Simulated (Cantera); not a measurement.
A closed system holds: 1 mol B, 4.7 mol O2, held at 1750 K and 0.570 Torr.

Equilibrium computed with Cantera from the NASA thermochemical tables; the gas is ideal and each condensed phase is pure. Candidate condensed phases: B, B2O3; 10 gas species. Kinetics and transport are ignored.

### Question
What is the equilibrium state?

### Answer
```
Item                                Result
-------------------------------  ---------
x(O2)                                0.876
x(B2O3)                              0.101
x(BO2)                              0.0206
x(O)                               0.00254
x(BO)                              1.45e-5
gas amount                       4.479 mol
log10 activity of B(s) (absent)     -11.12
```
